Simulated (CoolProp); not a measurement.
Properties of p-xylene along the isobar 0.232 MPa.

Computed with CoolProp (reference Helmholtz-energy equation of state, Zhou 2012).

```tsv
T (K)	phase	density (kg/m³)	speed of sound (m/s)	expansivity (1/kK)	viscosity (µPa s)	conductivity (mW/(m K))
386.1	liquid	777.9	965.8	1.219	265	105
415.4	liquid	749.3	856.2	1.341	214	99.1
473.8	gas	6.682	185.3	2.686	10.0	26.9
503.1	gas	6.205	193.2	2.388	10.7	30.3
532.3	gas	5.806	200.3	2.169	11.3	33.7
561.5	gas	5.464	206.9	1.999	12.0	37.2
590.8	gas	5.164	213.2	1.861	12.6	40.7
620	gas	4.899	219.2	1.747	13.2	44.2
```

Viscosity comes from a separate model (Balogun 2015). Thermal conductivity comes from a separate model (Mylona 2014).
